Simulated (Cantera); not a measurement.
A closed system holds: 1 mol BN, 190 mol H2, held at 1250 °C.

These are equilibrium values from Cantera (NASA tables, ideal gas, pure condensed phases), not measurements of a reactor. Candidate condensed phases: B, BN; 15 gas species. Mutual solubility and eutectic melting of coexisting phases are not modelled. Kinetics and transport are ignored.

### Question
Which condensed phases are stable at each of these points (P (Pa)): 1, 10, 100, 1000, 10000, 100000?

### Answer
```
P (Pa)  condensed phases  B condensed (%)
------  ----------------  ---------------
1           B(s) + BN(s)             99.8
10          B(s) + BN(s)             99.8
100         B(s) + BN(s)             99.8
1000               BN(s)             99.9
10000              BN(s)             99.9
100000             BN(s)            100.0
```

From 0.00750 Torr to 0.750 Torr the condensed part is B(s) + BN(s). From 7.50 Torr to 750 Torr the condensed part is BN(s).
